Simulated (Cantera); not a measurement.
An isothermal, constant-pressure homogeneous reactor starts with NH3 : N2 = 1 : 12 (molar parts), at 2050 K and 1.01 bar.

Cantera simulation using the gas-phase N/H chemistry of the illustrative SiF4/NH3 mechanism in the Surface Chemkin manual (1991); the numbers are that mechanism's predictions, not measurements. Walls and surfaces, which speed up NH3 decomposition in real reactors, are not modelled.

x: mole fraction; the columns are a selection and need not sum to one.

| t (s) | x NH3 | x N2H4 | x NH | x N | x H | x N2 |
|---|---|---|---|---|---|---|
| 5.00e-5 | 0.0768 | 5.89e-9 | 6.81e-7 | 3.11e-9 | ___ | 0.923 |
| 0.000224 | 0.0762 | 5.83e-8 | 4.18e-6 | 3.28e-8 | ___ | 0.923 |
| 0.00100 | 0.0738 | 5.96e-8 | 6.63e-6 | 1.77e-7 | ___ | 0.922 |
| 0.00447 | 0.0637 | 3.21e-8 | 8.82e-6 | 6.52e-7 | ___ | 0.918 |
| 0.0200 | 0.0340 | 1.02e-8 | 8.33e-6 | 1.13e-6 | ___ | 0.906 |
| 0.0894 | 0.00298 | 2.97e-10 | 3.23e-6 | 9.94e-7 | ___ | 0.894 |
| 0.400 | 3.87e-5 | <1e-12 | 1.69e-7 | 1.05e-7 | 0.000738 | 0.893 |
| 1.79 | 5.55e-6 | <1e-12 | 2.45e-8 | 1.53e-8 | 0.000741 | 0.893 |
| 8.00 | 1.25e-6 | <1e-12 | 5.53e-9 | 3.45e-9 | 0.000741 | 0.893 |

Some entries are withheld; supply them.


- 5.00e-5, x H: 8.10e-7
- 0.000224, x H: 2.56e-6
- 0.00100, x H: 9.64e-6
- 0.00447, x H: 3.20e-5
- 0.0200, x H: 0.000107
- 0.0894, x H: 0.000358
